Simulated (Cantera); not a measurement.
## Premixed flame

A freely propagating, adiabatic, planar premixed flame of 8.46 % CH3OH, 19.2 % O2, 72.3 % N2, unburnt at 300 K and 75.0 Torr; mixture-averaged transport, grid criteria slope 0.08 and curve 0.16, no radiation.

Model: GRI-Mech 3.0 (53 species, 325 reactions), integrated in Cantera. GRI-Mech 3.0 was tuned for natural gas; its chemistry of methanol as a main component is partial and can be far from experiment. Burning velocities carry a grid error of a few per cent, more on coarse grids.

```json
[
 {"z (mm)": "-13.4", "T (K)": "300", "u (m/s)": "0.263", "x CH3OH": "0.0845", "x O2": "0.192", "x C2H": "<1e-8", "x H": "<1e-8", "x C2H2": "<1e-8", "x N2O": "<1e-8"},
 {"z (mm)": "-8.96", "T (K)": "303", "u (m/s)": "0.266", "x CH3OH": "0.0844", "x O2": "0.191", "x C2H": "<1e-8", "x H": "<1e-8", "x C2H2": "<1e-8", "x N2O": "<1e-8"},
 {"z (mm)": "-6.72", "T (K)": "318", "u (m/s)": "0.279", "x CH3OH": "0.0839", "x O2": "0.190", "x C2H": "<1e-8", "x H": "<1e-8", "x C2H2": "<1e-8", "x N2O": "<1e-8"},
 {"z (mm)": "-4.48", "T (K)": "414", "u (m/s)": "0.367", "x CH3OH": "0.0798", "x O2": "0.182", "x C2H": "<1e-8", "x H": "<1e-8", "x C2H2": "<1e-8", "x N2O": "<1e-8"},
 {"z (mm)": "-2.24", "T (K)": "796", "u (m/s)": "0.720", "x CH3OH": "0.0563", "x O2": "0.152", "x C2H": "<1e-8", "x H": "1.77e-7", "x C2H2": "<1e-8", "x N2O": "<1e-8"},
 {"z (mm)": "-1.12", "T (K)": "1129", "u (m/s)": "1.04", "x CH3OH": "0.0300", "x O2": "0.124", "x C2H": "<1e-8", "x H": "1.91e-5", "x C2H2": "<1e-8", "x N2O": "1.18e-8"},
 {"z (mm)": "0", "T (K)": "1468", "u (m/s)": "1.37", "x CH3OH": "0.00317", "x O2": "0.0928", "x C2H": "<1e-8", "x H": "0.000796", "x C2H2": "<1e-8", "x N2O": "2.04e-8"},
 {"z (mm)": "1.12", "T (K)": "1553", "u (m/s)": "1.45", "x CH3OH": "9.38e-6", "x O2": "0.0773", "x C2H": "<1e-8", "x H": "0.00312", "x C2H2": "<1e-8", "x N2O": "2.48e-8"},
 {"z (mm)": "2.24", "T (K)": "1578", "u (m/s)": "1.47", "x CH3OH": "<1e-8", "x O2": "0.0713", "x C2H": "<1e-8", "x H": "0.00417", "x C2H2": "<1e-8", "x N2O": "2.68e-8"},
 {"z (mm)": "4.48", "T (K)": "1614", "u (m/s)": "1.49", "x CH3OH": "<1e-8", "x O2": "0.0674", "x C2H": "<1e-8", "x H": "0.00429", "x C2H2": "<1e-8", "x N2O": "2.78e-8"},
 {"z (mm)": "8.96", "T (K)": "1659", "u (m/s)": "1.53", "x CH3OH": "<1e-8", "x O2": "0.0655", "x C2H": "<1e-8", "x H": "0.00330", "x C2H2": "<1e-8", "x N2O": "3.01e-8"},
 {"z (mm)": "17.9", "T (K)": "1712", "u (m/s)": "1.57", "x CH3OH": "<1e-8", "x O2": "0.0641", "x C2H": "<1e-8", "x H": "0.00191", "x C2H2": "<1e-8", "x N2O": "3.55e-8"},
 {"z (mm)": "35.9", "T (K)": "1761", "u (m/s)": "1.61", "x CH3OH": "<1e-8", "x O2": "0.0631", "x C2H": "<1e-8", "x H": "0.000832", "x C2H2": "<1e-8", "x N2O": "4.47e-8"}
]
```
x: mole fraction of selected species; z is measured from the peak of heat release.

The laminar burning velocity is 26.2 cm/s, the thermal thickness comes out as 4.48 mm and the peak x(C2H) comes out as <1e-8. The peak x(H) is 0.00439 and the peak x(C2H2) comes out as <1e-8. The grid points is 125.
